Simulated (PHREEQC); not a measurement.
Consider water at 25 °C with 3.6 mmol/kgw NaH2PO4. Closed to the air; pH follows from the charge balance.

All values are PHREEQC results (ion-association model, phreeqc.dat), not measurements.

The pH is 4.88, the ionic strength is 0.00363 mol/kgw and the specific conductance comes out as 287 µS/cm.

```csv
species,molality,activity,log γ
Na+,0.00360,0.00337,-0.028
H2PO4-,0.00357,0.00335,-0.028
HPO4-2,2.04e-5,1.58e-5,-0.112
H+,1.40e-5,1.32e-5,-0.026
H3PO4,6.51e-6,6.51e-6,0.000
NaHPO4-,1.11e-7,1.04e-7,-0.028
```

No solid was allowed to form.
